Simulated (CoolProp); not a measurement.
A Linde-Hampson liquefier for methane: isothermal reversible compression at 290 K from 1 atm to 40 MPa, throttling to 1 atm, return gas leaving the recuperator 10 K below the feed. Each further row changes one setting.

Computed with CoolProp (reference Helmholtz-energy equation of state, Setzmann 1991).

```csv
case,liquid yield per pass,compression work (kJ/kg of gas)
as stated,…,840
high pressure 80 MPa,…,…
warm-end temperature 320 K,…,…
warm-end gap 15 K,0.239,840
```

Problem. Fill in the missing entries.

Solution. 
- as stated, liquid yield per pass: 0.249
- high pressure 80 MPa, liquid yield per pass: 0.219
- high pressure 80 MPa, compression work (kJ/kg of gas): 976
- warm-end temperature 320 K, liquid yield per pass: 0.196
- warm-end temperature 320 K, compression work (kJ/kg of gas): 950
